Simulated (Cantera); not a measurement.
Input: 1 mol CHF₃, 5 mol H₂, equilibrated at 0.570 Torr.

These are equilibrium values from Cantera (NASA tables, ideal gas, pure condensed phases), not measurements of a reactor. Candidate condensed phases: C, C₆H₆, C₇H₈, C₈H₁₈; 95 gas species. Kinetics and transport are ignored.

x: gas mole fraction; n: condensed amount in mol.

```json
[
 {"T (°C)": "852", "x H₂": "0.571", "x H": "1.22e-6", "x HF": "0.429", "x C₂H₂ (acetylene)": "1.31e-8", "x F": "<1e-12", "x C₃": "<1e-12", "x C₂H": "<1e-12", "n C(graphite)": "1.000"},
 {"T (°C)": "1052", "x H₂": "0.571", "x H": "…", "x HF": "0.429", "x C₂H₂ (acetylene)": "…", "x F": "…", "x C₃": "<1e-12", "x C₂H": "<1e-12", "n C(graphite)": "1.000"},
 {"T (°C)": "1252", "x H₂": "0.571", "x H": "…", "x HF": "0.428", "x C₂H₂ (acetylene)": "…", "x F": "…", "x C₃": "<1e-12", "x C₂H": "…", "n C(graphite)": "1.000"},
 {"T (°C)": "1452", "x H₂": "0.567", "x H": "0.00507", "x HF": "0.427", "x C₂H₂ (acetylene)": "5.23e-5", "x F": "4.31e-7", "x C₃": "1.38e-11", "x C₂H": "2.94e-9", "n C(graphite)": "0.999"},
 {"T (°C)": "1652", "x H₂": "0.551", "x H": "0.0257", "x HF": "0.423", "x C₂H₂ (acetylene)": "0.000252", "x F": "5.92e-6", "x C₃": "5.34e-9", "x C₂H": "1.69e-7", "n C(graphite)": "0.996"},
 {"T (°C)": "1852", "x H₂": "0.498", "x H": "0.0929", "x HF": "0.409", "x C₂H₂ (acetylene)": "0.000834", "x F": "5.06e-5", "x C₃": "6.59e-7", "x C₂H": "4.34e-6", "n C(graphite)": "0.988"},
 {"T (°C)": "2052", "x H₂": "0.377", "x H": "0.245", "x HF": "0.376", "x C₂H₂ (acetylene)": "0.00184", "x F": "0.000313", "x C₃": "3.48e-5", "x C₂H": "5.76e-5", "n C(graphite)": "0.968"},
 {"T (°C)": "2252", "x H₂": "0.206", "x H": "0.461", "x HF": "0.327", "x C₂H₂ (acetylene)": "0.00247", "x F": "0.00163", "x C₃": "0.000961", "x C₂H": "0.000419", "n C(graphite)": "0.915"}
]
```

Question: What belongs in the gaps?

Answer: 
- 1252, x H: 0.000648
- 1252, x C₂H₂ (acetylene): 6.90e-6
- 1252, x F: 1.60e-8
- 1252, x C₂H: 1.72e-11
- 1052, x H: 4.48e-5
- 1052, x C₂H₂ (acetylene): 4.86e-7
- 1052, x F: 2.21e-10
